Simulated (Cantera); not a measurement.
A closed system holds: 1 mol Si, 2.1 mol HCl, 13 mol N2, at 1098.15 K and 13.3 mbar.

These are equilibrium values from Cantera (NASA tables, ideal gas, pure condensed phases), not measurements of a reactor. Candidate condensed phases: NH4Cl, Si, Si3N4; 28 gas species. N2 is the only nitrogen source here; it is nearly inert below about 1500 K, so the nitride shown seldom forms there in practice. The tables' values for SiCl3 are old estimates; treat these amounts as uncertain. Rates play no part.

Base state: N2 0.865, HCl 0.101, H2 0.0226, SiCl4 0.0112, SiCl3 0.000115, SiHCl3 3.65e-5, SiCl2 1.67e-5 (mole fractions); condensed: Si3N4(s).

Question: What changes in the equilibrium state with this change: temperature from 1098.15 K to 1325 K?

Answer: 
| species | before | after |
|---|---|---|
| N2 | 0.865 | 0.863 |
| HCl | 0.101 | 0.103 |
| H2 | 0.0226 | 0.0211 |
| SiCl4 | 0.0112 | 0.00774 |
| SiCl2 | 1.67e-5 | 0.00263 |
| SiCl3 | 0.000115 | 0.00193 |
| SiHCl3 | 3.65e-5 | 8.10e-5 |
| Si3N4(s), mol | 0.279 | 0.274 |

Question: What changes in the equilibrium state with this change: N2 from 13 to 0.16 mol?

Answer: 
```csv
species,before,after
H2,0.0226,0.597
SiCl4,0.0112,0.260
HCl,0.101,0.0744
N2,0.865,6.74e-8
SiCl2,1.67e-5,0.0188
SiHCl3,3.65e-5,0.0304
SiCl3,0.000115,0.0187
SiH2Cl2,1.42e-8,0.000425
"Si3N4(s), mol",0.279,0.0800
"Si(s), mol",0,0.230
```
Mutual solubility and eutectic melting of coexisting phases are not modelled.

Question: What changes in the equilibrium state with this change: HCl from 2.1 to 4.9 mol?

Answer: 
```csv
species,before,after
N2,0.865,0.739
HCl,0.101,0.183
H2,0.0226,0.0518
SiCl4,0.0112,0.0257
SiHCl3,3.65e-5,0.000106
SiCl3,0.000115,0.000220
SiCl2,1.67e-5,2.66e-5
"Si3N4(s), mol",0.279,0.185
```
